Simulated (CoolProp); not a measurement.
Saturation properties of tetrahydrofuran (Tc = 540.2 K, pc = 5304 kPa, ω = 0.234).

Values from CoolProp's reference Helmholtz-energy equation of state, Fiedler 2023.

```
T (K)     p (kPa)  enthalpy of vaporisation (kJ/kg)    vapour Z
-----  ----------  --------------------------------  ----------
288.7       14.06                             452.3      0.9938
321    (withheld)                             429.6      0.9824
353.2  (withheld)                             405.6  (withheld)
385.4       370.3                             379.2      0.9268
417.7       756.2                             348.7      0.8773
449.9  (withheld)                             312.0  (withheld)
482.1        2331                             264.8  (withheld)
514.4        3721                             194.0      0.5729
```

Problem. Some entries are withheld; supply them.

Solution. 
- 321, p (kPa): 54.24
- 353.2, p (kPa): 156.8
- 353.2, vapour Z: 0.9610
- 449.9, p (kPa): 1382
- 449.9, vapour Z: 0.8092
- 482.1, vapour Z: 0.7153

It boils at 339.1 K under 1 atm.
